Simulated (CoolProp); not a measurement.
Vapour-liquid equilibrium of n-perfluorobutane (1) + R365MFC (2) at 79.65 °C; x and y are mole fractions of (1).

Model: multi-fluid Helmholtz-energy mixture model, Gao 2022 and Lemmon 2016; pair parameters Bell 2016, in CoolProp.

Question: Give the bubble pressure and the first vapour's composition at x = 0.5, 0.65, 0.8. Is there an azeotrope?

Answer: x = 0.5: 954.4 kPa, y = 0.707; x = 0.65: 1029 kPa, y = 0.771; x = 0.8: 1093 kPa, y = 0.849. No azeotrope shows between x = 0.05 and 0.95.

Pair parameters are fitted to limited data, so mixtures are less certain than the pure fluids.
